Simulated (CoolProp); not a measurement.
Vapour-liquid equilibrium of benzene (1) + n-dodecane (2) at 67.75 °C; x and y are mole fractions of (1).

Values from CoolProp's multi-fluid Helmholtz-energy mixture model, Thol 2012 and Lemmon 2004; pair parameters Bell 2016.

Problem. Give the bubble pressure and the first vapour's composition at x = 0.05, 0.65, 0.95. Is there an azeotrope?

Solution. x = 0.05: 0.003337 MPa, y = 0.896; x = 0.65: 0.04589 MPa, y = 0.997; x = 0.95: 0.06478 MPa, y = 1.000. No azeotrope shows between x = 0.05 and 0.95.

Pair parameters are fitted to limited data, so mixtures are less certain than the pure fluids. The gap from Raoult's law changes sign with composition, which may be real or a fault of the pair parameters; it wasn't checked against measurements.
